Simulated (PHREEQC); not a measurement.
Make-up at 60 °C: 0.0036 mol/kgw NaHCO3, 0.001 mol/kgw NH3 and 0.03 mol/kgw KCl. Closed to the air; pH follows from the charge balance.

The numbers come from PHREEQC with the ion-association model, phreeqc.dat.

Task: The ionic strength comes out as 0.0341 mol/kgw. What activity coefficients do NH4+, OH-, Na+, Cl-, CO3-2 get?

Result: NH4+ 0.82, OH- 0.83, Na+ 0.84, Cl- 0.83, CO3-2 0.50.

Precipitation was switched off in this run. Away from 25 °C the constants follow the database's enthalpies or fits; those with neither stay at their 25 °C values.
